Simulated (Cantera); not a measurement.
An isothermal, constant-pressure homogeneous reactor starts with 0.171 % CO, 2.70 % O2, 7.19 % H2O, 89.9 % N2, at 1475 K and 0.280 bar.

Cantera simulation using GRI-Mech 3.0 (53 species, 325 reactions); the numbers are that mechanism's predictions, not measurements.

One state of this run: x CO = 3.15e-7; x O2 = 0.0261; x H2O = 0.0720; x HO2 = 3.71e-8; x H = 2.02e-7; x NO = 5.14e-8. x: mole fraction; the columns are a selection and need not sum to one.

Problem. Which value of t (s) does it belong to?
A) 0.232
B) 3.94
C) 0.114
D) 0.00670

Solution. C, 0.114
